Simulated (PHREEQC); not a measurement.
Make-up at 35 °C: 28 mmol/kgw H2SeO4, 0.25 mmol/kgw HCl and 16 mmol/kgw FeCl3. Closed to the air; pH follows from the charge balance.

The numbers come from PHREEQC with the ion-association model, wateq4f.dat.

Each row changes one thing in this solution. No solid was allowed to form.

```json
[
 {"case": "as made", "pH": "1.44", "ionic strength (mol/kgw)": "0.134", "Cl- (mol/kgw)": "0.0426", "SeO4-2 (mol/kgw)": "0.0143", "HSeO4- (mol/kgw)": "0.0137", "Fe+3 (mol/kgw)": "0.00883", "SI of Goethite (FeOOH)": "+2.80", "SI of Hematite (Fe2O3)": "+7.66"},
 {"case": "H2SeO4 from 0.028 to 0.056 mol/kgw", "pH": "1.20", "ionic strength (mol/kgw)": "0.177", "Cl- (mol/kgw)": "0.0426", "SeO4-2 (mol/kgw)": "0.0217", "HSeO4- (mol/kgw)": "0.0343", "Fe+3 (mol/kgw)": "0.00957", "SI of Goethite (FeOOH)": "+2.05", "SI of Hematite (Fe2O3)": "+6.15"},
 {"case": "H2SeO4 replaced by Na2SeO4 at the same molality", "pH": "2.27", "ionic strength (mol/kgw)": "0.158", "Cl- (mol/kgw)": "0.0456", "SeO4-2 (mol/kgw)": "0.0246", "HSeO4- (mol/kgw)": "0.00340", "Fe+3 (mol/kgw)": "0.00401", "SI of Goethite (FeOOH)": "+4.90", "SI of Hematite (Fe2O3)": "+11.85"},
 {"case": "HCl from 0.00025 to 0.0025 mol/kgw", "pH": "1.43", "ionic strength (mol/kgw)": "0.135", "Cl- (mol/kgw)": "0.0447", "SeO4-2 (mol/kgw)": "0.0141", "HSeO4- (mol/kgw)": "0.0139", "Fe+3 (mol/kgw)": "0.00874", "SI of Goethite (FeOOH)": "+2.74", "SI of Hematite (Fe2O3)": "+7.54"},
 {"case": "temperature from 35 to 10 °C", "pH": "1.42", "ionic strength (mol/kgw)": "0.149", "Cl- (mol/kgw)": "0.0443", "SeO4-2 (mol/kgw)": "0.0186", "HSeO4- (mol/kgw)": "0.00942", "Fe+3 (mol/kgw)": "0.0119", "SI of Goethite (FeOOH)": "+1.95", "SI of Hematite (Fe2O3)": "+5.83"},
 {"case": "0.0015 mol/kgw Ca(OH)2 added", "pH": "1.47", "ionic strength (mol/kgw)": "0.136", "Cl- (mol/kgw)": "0.0427", "SeO4-2 (mol/kgw)": "0.0148", "HSeO4- (mol/kgw)": "0.0132", "Fe+3 (mol/kgw)": "0.00877", "SI of Goethite (FeOOH)": "+2.87", "SI of Hematite (Fe2O3)": "+7.79"},
 {"case": "0.00044 mol/kgw Na2CO3 added", "pH": "1.45", "ionic strength (mol/kgw)": "0.134", "Cl- (mol/kgw)": "0.0426", "SeO4-2 (mol/kgw)": "0.0145", "HSeO4- (mol/kgw)": "0.0135", "Fe+3 (mol/kgw)": "0.00881", "SI of Goethite (FeOOH)": "+2.82", "SI of Hematite (Fe2O3)": "+7.70"},
 {"case": "FeCl3 from 0.016 to 0.16 mol/kgw", "pH": "1.43", "ionic strength (mol/kgw)": "0.599", "Cl- (mol/kgw)": "0.336", "SeO4-2 (mol/kgw)": "0.0148", "HSeO4- (mol/kgw)": "0.0132", "Fe+3 (mol/kgw)": "0.0297", "SI of Goethite (FeOOH)": "+3.00", "SI of Hematite (Fe2O3)": "+8.05"},
 {"case": "diluted 10-fold with water", "pH": "2.26", "ionic strength (mol/kgw)": "0.0150", "Cl- (mol/kgw)": "0.00476", "SeO4-2 (mol/kgw)": "0.00229", "HSeO4- (mol/kgw)": "0.000513", "Fe+3 (mol/kgw)": "0.000619", "SI of Goethite (FeOOH)": "+4.50", "SI of Hematite (Fe2O3)": "+11.06"}
]
```

Species that the database lacks are ignored. Some of these states are supersaturated (in Hematite (slow to form), Goethite (slow to form), for instance). Constants without temperature data keep their 25 °C values here.
